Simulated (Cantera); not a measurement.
Feed: 1 mol Al2O3, 0.42 mol N2, equilibrated at 47000 Pa.

Equilibrium computed with Cantera from the NASA thermochemical tables; the gas is ideal and each condensed phase is pure. Candidate condensed phases: Al, AlN, Al2O3; 16 gas species. Equilibrium is a limit: real reactors are often held back by kinetics, nucleation or transport. All values below are at 1298 K.

Base state: N2 1.00 (mole fractions); condensed: Al2O3(s).

What changes in the equilibrium state with this change: Al2O3 replaced by SiO2?


| species | before | after |
|---|---|---|
| N2 | 1.00 | 1.00 |
| Al2O3(s), mol | 1.00 | 0 |
| SiO2(β-quartz), mol | 0 | 1.00 |
The tables hold silica as quartz up to 1696 K and as liquid above; real silica turns to tridymite and cristobalite and melts near 1996 K. Further candidate phases: Si, SiO2, Si2N2O, Si3N4.
